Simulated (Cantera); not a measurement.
Mixture: CH3OH : O2 : N2 = 1 : 0.789 : 2.97 (molar parts), at 750 Torr, adiabatic and at constant volume. Ignition delay is the time to a rise of 400 K.

Cantera simulation using GRI-Mech 3.0 (53 species, 325 reactions); the numbers are that mechanism's predictions, not measurements. GRI-Mech 3.0 was tuned for natural gas; its chemistry of methanol as a main component is partial and can be far from experiment.

Task: What does this change do: pressure from 750 Torr to 5630 Torr?

Result: 
```
quantity                                                before       after
--------------------------------------------------  ----------  ----------
delay at 1200 K                                        8.04 ms     1.55 ms
delay at 1400 K                                       0.484 ms     87.6 µs
delay at 1600 K                                        66.4 µs     11.4 µs
delay at 1800 K                                        15.8 µs     2.58 µs
delay at 2000 K                                        5.41 µs    0.845 µs
apparent activation energy between 1900 and 2100 K  150 kJ/mol  160 kJ/mol
```

Task: What does this change do: 0.11 parts H2O added?

Result: 
```json
[
 {"quantity": "delay at 1200 K", "before": "8.04 ms", "after": "7.56 ms"},
 {"quantity": "delay at 1400 K", "before": "0.484 ms", "after": "0.452 ms"},
 {"quantity": "delay at 1600 K", "before": "66.4 µs", "after": "61.7 µs"},
 {"quantity": "delay at 1800 K", "before": "15.8 µs", "after": "14.7 µs"},
 {"quantity": "delay at 2000 K", "before": "5.41 µs", "after": "5.05 µs"},
 {"quantity": "apparent activation energy between 1900 and 2100 K", "before": "150 kJ/mol", "after": "150 kJ/mol"}
]
```
